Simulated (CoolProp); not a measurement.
A Linde-Hampson liquefier for ethylene: isothermal reversible compression at 300 K from 1 atm to 20 MPa, throttling to 1 atm, return gas leaving the recuperator 0 K below the feed. Each further row changes one setting.

Values from CoolProp's reference Helmholtz-energy equation of state, Smukala 2000.

```json
[
 {"case": "as stated", "liquid yield per pass": "___", "compression work (kJ/kg of gas)": "373"},
 {"case": "high pressure 40 MPa", "liquid yield per pass": "___", "compression work (kJ/kg of gas)": "___"},
 {"case": "warm-end temperature 330 K", "liquid yield per pass": "___", "compression work (kJ/kg of gas)": "___"},
 {"case": "warm-end gap 5 K", "liquid yield per pass": "0.471", "compression work (kJ/kg of gas)": "373"}
]
```

Question: Complete the blanks.

Answer: 
- as stated, liquid yield per pass: 0.477
- high pressure 40 MPa, liquid yield per pass: 0.476
- high pressure 40 MPa, compression work (kJ/kg of gas): 420
- warm-end temperature 330 K, liquid yield per pass: 0.387
- warm-end temperature 330 K, compression work (kJ/kg of gas): 440
